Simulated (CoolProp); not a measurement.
Values from CoolProp's reference Helmholtz-energy equation of state, de Reuck 1993.

### Question
For methanol, give the phase and the cp (kJ/(kg K)), conductivity (mW/(m K)), Prandtl number at 620 K and 54.8 kPa; 620 K and 88.5 kPa; 620 K and 373 kPa.

### Answer
- 620 K and 54.8 kPa: gas; cp 2.14, conductivity 55.7, Prandtl number 0.788
- 620 K and 88.5 kPa: gas; cp 2.15, conductivity 55.8, Prandtl number 0.788
- 620 K and 373 kPa: gas; cp 2.17, conductivity 56.2, Prandtl number 0.790

Viscosity comes from a separate model (Xiang 2006). Thermal conductivity comes from a separate model (Sykioti 2013).
